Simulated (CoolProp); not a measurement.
Methanol at 332.17 K and 0.033 MPa is throttled through a valve to 0.0126 MPa with no heat exchange. Each further row changes one setting.

The numbers come from the reference Helmholtz-energy equation of state, de Reuck 1993 in CoolProp.

```json
[
 {"case": "as stated", "temperature change (K)": "-3.2", "final density (kg/m³)": "0.148"},
 {"case": "outlet pressure 0.00378 MPa", "temperature change (K)": "-4.4", "final density (kg/m³)": "0.0445"},
 {"case": "outlet pressure 0.0164 MPa", "temperature change (K)": "-2.6", "final density (kg/m³)": "0.193"}
]
```
